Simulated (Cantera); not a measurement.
What does this Cantera script print?

```python
import numpy as np
import cantera as ct

gas = ct.Solution("gri30.yaml")
gas.TPX = 1725, 100000, {'C2H6': 1, 'N2': 8.7}
inlet = ct.Reservoir(gas, clone=True)

reactor = ct.IdealGasConstPressureReactor(gas, energy="off", clone=False)
exhaust = ct.Reservoir(gas, clone=True)
tau = [0.35, 0.2, 0.12, 0.068, 0.039, 0.023, 0.013, 0.0076, 0.0044][0]
for a, b in ((inlet, reactor), (reactor, exhaust)):
    ct.MassFlowController(a, b, mdot=lambda t: reactor.mass / tau)
net = ct.ReactorNet([reactor])
show = ['C2H6', 'C2H2', 'CH3', 'C2H', 'C2H4', 'H']

rows = []
print(f"{'tau/s':>10s}{'T/K':>9s}" + "".join(f"{s:>11s}" for s in show))
for tau in [0.35, 0.2, 0.12, 0.068, 0.039, 0.023, 0.013, 0.0076, 0.0044]:
    net.initial_time = 0.0
    net.advance(30 * tau)
    before = gas.X
    net.advance(40 * tau)
    drift = np.max(np.abs(gas.X - before) / (gas.X + 1e-9))
    rows.append([gas.T, *gas[show].X, drift])
    print(f"{tau:10.3e}{gas.T:9.1f}" + "".join(f"{x:11.3e}" for x in gas[show].X))
```

It prints:

```
     tau/s      T/K       C2H6       C2H2        CH3        C2H       C2H4          H
 3.500e-01   1725.0  1.602e-05  7.977e-02  1.400e-04  2.826e-07  5.839e-04  8.693e-05
 2.000e-01   1725.0  2.677e-05  7.872e-02  1.797e-04  2.998e-07  6.272e-04  9.146e-05
 1.200e-01   1725.0  4.242e-05  7.769e-02  2.247e-04  3.210e-07  6.956e-04  9.717e-05
 6.800e-02   1725.0  7.001e-05  7.651e-02  2.867e-04  3.523e-07  8.201e-04  1.058e-04
 3.900e-02   1725.0  1.130e-04  7.533e-02  3.622e-04  3.924e-07  1.014e-03  1.169e-04
 2.300e-02   1725.0  1.763e-04  7.416e-02  4.508e-04  4.400e-07  1.293e-03  1.303e-04
 1.300e-02   1725.0  2.827e-04  7.277e-02  5.698e-04  5.020e-07  1.744e-03  1.478e-04
 7.600e-03   1725.0  4.390e-04  7.125e-02  7.100e-04  5.696e-07  2.373e-03  1.671e-04
 4.400e-03   1725.0  6.860e-04  6.933e-02  8.890e-04  6.456e-07  3.309e-03  1.889e-04
```

Computed with Cantera and GRI-Mech 3.0 (53 species, 325 reactions). GRI-Mech 3.0 stops at C3 and has no aromatics, soot or wall deposition, so with more carbon than oxygen in the feed, carbon stays in small species such as C2H2 where larger ones or solid carbon would form.
